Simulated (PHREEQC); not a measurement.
Dissolve 0.73 mol/kgw HF, 0.003 mol/kgw Na2B4O7 and 0.0004 mol/kgw NaCl at 25 °C. Closed to the air; pH follows from the charge balance.

The numbers come from PHREEQC with the ion-association model, wateq4f.dat.

No solid was allowed to form.

### Question
Predict the pH, ionic strength.

### Answer
pH 1.65; ionic strength 0.0321 mol/kgw.

### Question
In which forms is F present?

### Answer
H2F2 52 %, HF 37 %, BF4- 6.6 %, HF2- 2.8 %, F- 1.3 % of the F.

Species that the database lacks are ignored. wateq4f.dat counts part of the HF as a dimer, H2F2, which phreeqc.dat doesn't know; its constant is uncertain. Real BF4- forms and hydrolyses slowly; the run takes it at equilibrium.
